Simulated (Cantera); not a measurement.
Charge: 1 mol CH3SiCl3, 0.011 mol C2H2, 330 mol H2, at 0.133 bar.

These are equilibrium values from Cantera (NASA tables, ideal gas, pure condensed phases), not measurements of a reactor. Candidate condensed phases: C, C6H6, C7H8, C8H18, Si, SiC; 109 gas species. The feed counts by its element totals alone. Gases not in the tables: Si2H6 and higher silanes. Kinetics and transport are ignored. All values below are at 1948 K.

Base state: H2 0.988, HCl 0.00891, H 0.00308, C2H2 (acetylene) 5.80e-5, SiCl2 2.80e-5, Si 2.38e-5, CH4 2.10e-5, Cl 2.08e-5 (mole fractions); condensed: SiC(s).

### Question
What changes in the equilibrium state with this change: CH3SiCl3 replaced by Si(CH3)4?

### Answer
```json
[
 {"species": "H2", "before": "0.988", "after": "0.996"},
 {"species": "H", "before": "0.00308", "after": "0.00309"},
 {"species": "C2H2 (acetylene)", "before": "5.80e-5", "after": "0.000537"},
 {"species": "HCl", "before": "0.00891", "after": "0"},
 {"species": "Si", "before": "2.38e-5", "after": "7.84e-6"},
 {"species": "SiCl2", "before": "2.80e-5", "after": "0"},
 {"species": "Cl", "before": "2.08e-5", "after": "0"},
 {"species": "SiC(s), mol", "before": "0.976", "after": "0.995"},
 {"species": "C(graphite), mol", "before": "0", "after": "2.64"}
]
```
